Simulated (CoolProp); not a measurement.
Vapour pressure (kPa) of decamethyltetrasiloxane (MD2M): the reference equation beside estimates from Tc = 599.4 K, pc = 1144 kPa, ω = 0.635.

Model: reference Helmholtz-energy equation of state, Thol 2017, in CoolProp.

| T (K) | reference | Lee-Kesler | van der Waals | Redlich-Kwong | Peng-Robinson |
|---|---|---|---|---|---|
| 414.6 | 22.51 | 22.54 | 215.7 | 90.37 | 23.24 |
| 433.7 | 40.93 | 40.83 | 270.9 | 131.5 | 41.70 |
| 452.8 | 69.71 | 69.44 | 334.6 | 184.4 | 70.49 |
| 471.8 | 112.1 | 111.6 | 406.7 | 250.4 | 113.0 |
| 490.9 | 172.5 | 171.9 | ___ | 331.7 | 173.8 |
| 510 | 255.2 | ___ | 579.7 | 429.3 | ___ |
| 529.1 | ___ | 365.6 | 681.0 | 544.8 | ___ |
| 548.1 | 508.0 | 510.1 | 791.9 | 678.6 | 517.0 |
| 567.2 | 692.6 | 698.1 | 913.9 | ___ | 706.3 |
| 586.3 | 931.3 | 939.8 | ___ | 1010 | ___ |

Some entries are withheld; supply them.


- 490.9, van der Waals: 488.4
- 510, Lee-Kesler: 254.7
- 510, Peng-Robinson: 257.8
- 529.1, reference: 365.3
- 529.1, Peng-Robinson: 370.3
- 567.2, Redlich-Kwong: 833.5
- 586.3, van der Waals: 1047
- 586.3, Peng-Robinson: 945.9

Absolute difference from the reference over all 10 rows, mean and median: Lee-Kesler 0.4 and 0.4 %, van der Waals 256.0 and 155.1 %, Redlich-Kwong 108.3 and 80.3 %, Peng-Robinson 1.6 and 1.5 %.
